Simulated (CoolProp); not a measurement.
A single-stage vapour-compression cycle with nitrous oxide: evaporating at 206.15 K (dew point), condensing at 248.15 K (bubble point), superheat 2 K, subcooling 5 K, compressor efficiency 0.85, no pressure losses. Each further row changes one setting.

The numbers come from the reference Helmholtz-energy equation of state, Lemmon 2006 in CoolProp. It is a short technical equation, of lower accuracy than the large ones.

```csv
case,cooling COP,pressure ratio,discharge temperature (K),refrigerating effect (kJ/kg),volumetric capacity (kJ/m³)
as stated,3.39,4.91,315.9,283,2400
evaporating temperature 211.15 K,4.05,3.92,305.3,286,2990
condensing temperature 243.15 K,3.97,4.19,303.8,293,2480
subcooling 10 K,3.51,4.91,315.9,293,2480
superheat 12 K,3.31,4.91,329.5,292,2340
compressor efficiency 0.75,2.99,4.91,327.1,283,2400
```
